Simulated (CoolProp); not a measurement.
Properties of methanol along the isobar 25.8 MPa (Tc = 513.4 K, pc = 8.216 MPa, ω = 0.565).

The numbers come from the reference Helmholtz-energy equation of state, de Reuck 1993 in CoolProp.

```json
[
 {"T (K)": "228.8", "phase": "liquid", "cp (kJ/(kg K))": "2.247", "cv (kJ/(kg K))": "1.829", "Joule-Thomson coefficient (K/MPa)": "-0.3920", "isothermal compressibility (1/MPa)": "0.0006655", "viscosity (µPa s)": "2290"},
 {"T (K)": "246.4", "phase": "liquid", "cp (kJ/(kg K))": "2.293", "cv (kJ/(kg K))": "1.879", "Joule-Thomson coefficient (K/MPa)": "-0.3827", "isothermal compressibility (1/MPa)": "0.0007311", "viscosity (µPa s)": "1540"},
 {"T (K)": "264.1", "phase": "liquid", "cp (kJ/(kg K))": "2.352", "cv (kJ/(kg K))": "1.944", "Joule-Thomson coefficient (K/MPa)": "-0.3713", "isothermal compressibility (1/MPa)": "0.0008017", "viscosity (µPa s)": "1090"},
 {"T (K)": "281.8", "phase": "liquid", "cp (kJ/(kg K))": "2.426", "cv (kJ/(kg K))": "2.021", "Joule-Thomson coefficient (K/MPa)": "-0.3573", "isothermal compressibility (1/MPa)": "0.0008782", "viscosity (µPa s)": "803"},
 {"T (K)": "299.4", "phase": "liquid", "cp (kJ/(kg K))": "2.517", "cv (kJ/(kg K))": "2.109", "Joule-Thomson coefficient (K/MPa)": "-0.3405", "isothermal compressibility (1/MPa)": "0.0009614", "viscosity (µPa s)": "614"},
 {"T (K)": "317.1", "phase": "liquid", "cp (kJ/(kg K))": "2.623", "cv (kJ/(kg K))": "2.204", "Joule-Thomson coefficient (K/MPa)": "-0.3205", "isothermal compressibility (1/MPa)": "0.001055", "viscosity (µPa s)": "484"},
 {"T (K)": "334.7", "phase": "liquid", "cp (kJ/(kg K))": "2.744", "cv (kJ/(kg K))": "2.304", "Joule-Thomson coefficient (K/MPa)": "-0.2976", "isothermal compressibility (1/MPa)": "0.001160", "viscosity (µPa s)": "392"},
 {"T (K)": "352.4", "phase": "liquid", "cp (kJ/(kg K))": "2.877", "cv (kJ/(kg K))": "2.406", "Joule-Thomson coefficient (K/MPa)": "-0.2717", "isothermal compressibility (1/MPa)": "0.001283", "viscosity (µPa s)": "324"},
 {"T (K)": "370.1", "phase": "liquid", "cp (kJ/(kg K))": "3.023", "cv (kJ/(kg K))": "2.508", "Joule-Thomson coefficient (K/MPa)": "-0.2429", "isothermal compressibility (1/MPa)": "0.001431", "viscosity (µPa s)": "272"},
 {"T (K)": "387.7", "phase": "liquid", "cp (kJ/(kg K))": "3.178", "cv (kJ/(kg K))": "2.608", "Joule-Thomson coefficient (K/MPa)": "-0.2110", "isothermal compressibility (1/MPa)": "0.001610", "viscosity (µPa s)": "232"},
 {"T (K)": "405.4", "phase": "liquid", "cp (kJ/(kg K))": "3.346", "cv (kJ/(kg K))": "2.707", "Joule-Thomson coefficient (K/MPa)": "-0.1751", "isothermal compressibility (1/MPa)": "0.001835", "viscosity (µPa s)": "200"},
 {"T (K)": "423", "phase": "liquid", "cp (kJ/(kg K))": "3.524", "cv (kJ/(kg K))": "2.802", "Joule-Thomson coefficient (K/MPa)": "-0.1345", "isothermal compressibility (1/MPa)": "0.002123", "viscosity (µPa s)": "173"},
 {"T (K)": "440.7", "phase": "liquid", "cp (kJ/(kg K))": "3.716", "cv (kJ/(kg K))": "2.894", "Joule-Thomson coefficient (K/MPa)": "-0.08702", "isothermal compressibility (1/MPa)": "0.002504", "viscosity (µPa s)": "151"}
]
```

Viscosity comes from a separate model (Xiang 2006).
